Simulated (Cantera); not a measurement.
A freely propagating, adiabatic, planar premixed flame of CH₄ : CO : O₂ : N₂ = 1 : 0.11 : 1.71 : 6.44 (molar parts), equivalence ratio 1.2, unburnt at 573 K and 1800 Torr; mixture-averaged transport, grid criteria slope 0.08 and curve 0.16, no radiation.

Cantera simulation using GRI-Mech 3.0 (53 species, 325 reactions); the numbers are that mechanism's predictions, not measurements. Burning velocities carry a grid error of a few per cent, more on coarse grids.

Problem. How do the results move with these cheaper or finer settings: unity-Lewis-number transport; multicomponent transport; multicomponent+Soret transport; grid criteria slope 0.5, curve 1; grid criteria slope 0.25, curve 0.5; grid criteria slope 0.03, curve 0.06?

Solution. 
```tsv
setting	laminar burning velocity	thermal thickness	peak x(HCO)	peak x(CH₂CO)	grid points
as above	85.1 cm/s	0.174 mm	4.43e-5	0.000244	154
unity-Lewis-number transport	55.9 cm/s	0.223 mm	3.35e-5	0.000153	139
multicomponent transport	85.2 cm/s	0.176 mm	4.43e-5	0.000249	154
multicomponent+Soret transport	84.7 cm/s	0.175 mm	4.48e-5	0.000244	154
grid criteria slope 0.5, curve 1	90.8 cm/s	0.192 mm	4.34e-5	0.000247	40
grid criteria slope 0.25, curve 0.5	88.1 cm/s	0.181 mm	4.42e-5	0.000244	57
grid criteria slope 0.03, curve 0.06	83.9 cm/s	0.173 mm	4.40e-5	0.000245	338
```
The base run took around 15 core-seconds (rough).
Unity Lewis numbers drop preferential diffusion, which matters most where H2 and H carry the flame; Soret adds thermal diffusion.
